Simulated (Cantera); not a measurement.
Feed: 1 mol SiCl4, 13 mol H2, equilibrated at 1275 K and 52000 Pa.

Method: chemical equilibrium by Gibbs-energy minimisation in Cantera with the NASA 1993 tables (ideal gas, pure condensed phases). Candidate condensed phases: Si; 19 gas species. The tables' values for SiCl3 are old estimates; treat these amounts as uncertain. Equilibrium is a limit: real reactors are often held back by kinetics, nucleation or transport.

Base state: H2 0.872, HCl 0.0608, SiCl4 0.0303, SiHCl3 0.0175, SiCl2 0.0110, SiCl3 0.00715, SiH2Cl2 0.00140, SiH3Cl 3.14e-5 (mole fractions); condensed: Si(s).

Q: What changes in the equilibrium state with this change: H2 from 13 to 84 mol?

A: 
| species | before | after |
|---|---|---|
| H2 | 0.872 | 0.965 |
| HCl | 0.0608 | 0.0291 |
| SiCl2 | 0.0110 | 0.00227 |
| SiCl4 | 0.0303 | 0.00129 |
| SiHCl3 | 0.0175 | 0.00173 |
| SiCl3 | 0.00715 | 0.000672 |
| SiH2Cl2 | 0.00140 | 0.000321 |
| SiH3Cl | 3.14e-5 | 1.66e-5 |
| Si(s), mol | 0.0401 | 0.459 |
